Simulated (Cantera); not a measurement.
Input (Python, Cantera):

```python
import numpy as np
import cantera as ct

gas = ct.Solution("gri30.yaml", transport_model="multicomponent")
show = ['CH3', 'NO', 'O']

rows = []
print(f"{'T/K':>7s}{'rho':>11s}{'cp':>10s}{'mu':>11s}{'lambda':>11s}{'Pr':>7s}" + "".join(f"{'D_' + s:>11s}" for s in show))
for T in [400, 600, 800, 1000, 1200, 1400, 1600]:
    gas.TPX = T, 150, {'C2H6': 0.93}
    Pr = gas.cp_mass * gas.viscosity / gas.thermal_conductivity
    D = [gas.mix_diff_coeffs_mole[gas.species_index(s)] for s in show]
    rows.append([gas.density, gas.cp_mass, gas.viscosity, gas.thermal_conductivity, Pr, *D])
    print(f"{T:7g}{gas.density:11.4e}{gas.cp_mass:10.1f}{gas.viscosity:11.4e}"
          f"{gas.thermal_conductivity:11.4e}{Pr:7.3f}" + "".join(f"{d:11.4e}" for d in D))
print("SI units: kg/m3, J/kg/K, Pa s, W/m/K, m2/s")
```

Result:

```
    T/K        rho        cp         mu     lambda     Pr      D_CH3       D_NO        D_O
    400 1.3562e-03    2166.5 1.2323e-05 3.5498e-02  0.752 1.8281e-02 1.6606e-02 2.5866e-02
    600 9.0415e-04    2972.3 1.7444e-05 6.8837e-02  0.753 3.7855e-02 3.3940e-02 5.2558e-02
    800 6.7811e-04    3590.7 2.1836e-05 1.0419e-01  0.753 6.2483e-02 5.5648e-02 8.5929e-02
   1000 5.4249e-04    4080.0 2.5738e-05 1.3977e-01  0.751 9.1575e-02 8.1249e-02 1.2526e-01
   1200 4.5207e-04    4448.8 2.9288e-05 1.7376e-01  0.750 1.2475e-01 1.1042e-01 1.7008e-01
   1400 3.8749e-04    4735.6 3.2574e-05 2.0611e-01  0.748 1.6172e-01 1.4294e-01 2.2003e-01
   1600 3.3906e-04    4956.8 3.5656e-05 2.3656e-01  0.747 2.0228e-01 1.7861e-01 2.7485e-01
SI units: kg/m3, J/kg/K, Pa s, W/m/K, m2/s
```

Computed with Cantera and GRI-Mech 3.0 (53 species, 325 reactions). The composition is frozen, though it would react at the higher temperatures.
